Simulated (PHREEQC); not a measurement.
## Acid rinse or clean (model solution)

Dissolve 1.8 mmol/kgw HCl, 1.9 mmol/kgw CuSO4 and 1.1 mmol/kgw KCl at 25 °C. Closed to the air; pH follows from the charge balance.

All values are PHREEQC results (ion-association model, phreeqc.dat), not measurements.

Each row changes one thing in this solution. Precipitation was switched off in this run.

```tsv
case	pH	ionic strength (mol/kgw)	SI of Sylvite (KCl)
as made	2.82	0.00920	-6.49
diluted 2-fold with water	3.10	0.00482	…
CuSO4 from 0.0019 to 0.0095 mol/kgw	2.93	0.0295	…
KCl from 0.0011 to 0.00011 mol/kgw	2.82	0.00820	…
CuSO4 left out	2.77	0.00290	-6.45
```

**Question.** What belongs in the gaps?

**Answer.** 
- diluted 2-fold with water, SI of Sylvite (KCl): -7.07
- CuSO4 from 0.0019 to 0.0095 mol/kgw, SI of Sylvite (KCl): -6.56
- KCl from 0.0011 to 0.00011 mol/kgw, SI of Sylvite (KCl): -7.67

Species that the database lacks are ignored.
